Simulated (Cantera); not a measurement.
A freely propagating, adiabatic, planar premixed flame of 44.4 % H2, 11.7 % O2, 43.9 % N2, equivalence ratio 1.9, unburnt at 448 K and 210000 Pa; mixture-averaged transport, grid criteria slope 0.08 and curve 0.16, no radiation.

Cantera simulation using the H2/O2 subset of GRI-Mech 3.0, which has no nitrogen chemistry; the numbers are that mechanism's predictions, not measurements. The hydrogen kinetics of GRI-Mech 3.0 are dated; newer H2 mechanisms differ, most at raised pressure. Burning velocities carry a grid error of a few per cent, more on coarse grids.

**Question.** Predict: laminar burning velocity; thermal thickness; peak x(HO2); peak x(H2O2); peak x(O).

**Answer.** 
```json
{
 "laminar_burning_velocity": "577 cm/s",
 "thermal_thickness": "0.150 mm",
 "peak x(HO2)": "0.000624",
 "peak x(H2O2)": "6.07e-5",
 "peak x(O)": "0.00330"
}
```
